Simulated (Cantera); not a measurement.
What does this Cantera script print?

```python
import numpy as np
import cantera as ct

gas = ct.Solution("h2o2.yaml")
gas.TPX = 1773, 100000, {'H2': 1, 'O2': 1.06, 'N2': 4}
reactor = ct.IdealGasConstPressureReactor(gas, energy="on", clone=False)
net = ct.ReactorNet([reactor])
net.rtol, net.atol = 1e-08, 1e-16
show = ['H2', 'O2', 'H2O', 'HO2', 'H2O2', 'H', 'O']
times = np.geomspace(4e-06, 0.1, 14)

steps = ct.SolutionArray(gas, extra=["t"])
rows = []
print(f"{'t/s':>10s}{'T/K':>9s}{'P/Pa':>11s}" + "".join(f"{s:>11s}" for s in show))
for t in times:
    while net.time < t:
        t_next = net.step()
        steps.append(gas.state, t=t_next)
    rows.append([np.interp(t, steps.t, y) for y in (steps.T, steps.P, *steps(*show).X.T)])
    print(f"{t:10.3e}{rows[-1][0]:9.1f}{rows[-1][1]:11.4g}" + "".join(f"{x:11.3e}" for x in rows[-1][2:]))
rate = np.gradient(steps.T, steps.t)
print("integrator steps:", len(steps.t))
if steps.T.max() > steps.T[0] + 200:
    print(f"time of steepest temperature rise: {steps.t[rate.argmax()]:.4e} s")
gas.TPX = 1773, 100000, {'H2': 1, 'O2': 1.06, 'N2': 4}
gas.equilibrate("HP")
print(f"equilibrium (HP): T = {gas.T:.1f} K  " + "  ".join(f"{s} {gas[s].X[0]:.3e}" for s in show))
```

It prints:

```
       t/s      T/K       P/Pa         H2         O2        H2O        HO2       H2O2          H          O
 4.000e-06   1773.5      1e+05  1.625e-01  1.737e-01  1.650e-03  1.774e-05  2.273e-07  1.287e-03  3.512e-04
 8.717e-06   1861.5      1e+05  2.262e-02  9.264e-02  1.055e-01  2.664e-05  8.558e-07  5.459e-02  3.992e-02
 1.900e-05   2051.9      1e+05  1.998e-02  8.986e-02  1.162e-01  1.893e-05  4.628e-07  3.928e-02  3.591e-02
 4.140e-05   2270.2      1e+05  1.685e-02  8.932e-02  1.283e-01  1.239e-05  2.765e-07  2.407e-02  2.793e-02
 9.021e-05   2484.2      1e+05  1.207e-02  9.014e-02  1.419e-01  9.697e-06  2.330e-07  1.191e-02  1.860e-02
 1.966e-04   2634.9      1e+05  7.721e-03  9.184e-02  1.531e-01  1.275e-05  3.748e-07  5.359e-03  1.138e-02
 4.284e-04   2668.9      1e+05  6.644e-03  9.241e-02  1.559e-01  1.453e-05  4.682e-07  4.166e-03  9.720e-03
 9.336e-04   2669.5      1e+05  6.626e-03  9.242e-02  1.559e-01  1.457e-05  4.701e-07  4.147e-03  9.692e-03
 2.035e-03   2669.5      1e+05  6.626e-03  9.242e-02  1.559e-01  1.457e-05  4.701e-07  4.147e-03  9.692e-03
 4.434e-03   2669.5      1e+05  6.626e-03  9.242e-02  1.559e-01  1.457e-05  4.701e-07  4.147e-03  9.692e-03
 9.663e-03   2669.5      1e+05  6.626e-03  9.242e-02  1.559e-01  1.457e-05  4.701e-07  4.147e-03  9.692e-03
 2.106e-02   2669.5      1e+05  6.626e-03  9.242e-02  1.559e-01  1.457e-05  4.701e-07  4.147e-03  9.692e-03
 4.589e-02   2669.5      1e+05  6.626e-03  9.242e-02  1.559e-01  1.457e-05  4.701e-07  4.147e-03  9.692e-03
 1.000e-01   2669.5      1e+05  6.626e-03  9.242e-02  1.559e-01  1.457e-05  4.701e-07  4.147e-03  9.692e-03
integrator steps: 1112
time of steepest temperature rise: 7.0664e-06 s
equilibrium (HP): T = 2669.5 K  H2 6.626e-03  O2 9.242e-02  H2O 1.559e-01  HO2 1.457e-05  H2O2 4.701e-07  H 4.147e-03  O 9.692e-03
```

Computed with Cantera and the H2/O2 subset of GRI-Mech 3.0, which has no nitrogen chemistry.
